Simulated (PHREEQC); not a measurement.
Make-up at 91 °C: 50 mmol/kgw AgF and 0.35 mmol/kgw HBF4. Closed to the air; pH follows from the charge balance.

Model: ion-association model, wateq4f.dat, run in PHREEQC.

| quantity | before | after |
|---|---|---|
| pH | 5.32 | 5.05 |
| ionic strength (mol/kgw) | 0.0486 | 0.0486 |
| F- (mol/kgw) | 0.0482 | 0.0478 |
| HF2- (mol/kgw) | 0.000205 | 0.000369 |
| H3BO3 (mol/kgw) | 0.000199 | 0.000276 |

Problem. What was changed between the two runs?
A. HBF4 from 0.00035 to 7e-05 mol/kgw
B. AgF left out
C. temperature from 91 to 45 °C
D. HBF4 from 0.00035 to 0.0007 mol/kgw

Solution. D, HBF4 from 0.00035 to 0.0007 mol/kgw

No solid was allowed to form. Constants without temperature data keep their 25 °C values here. Real BF4- forms and hydrolyses slowly; the run takes it at equilibrium.
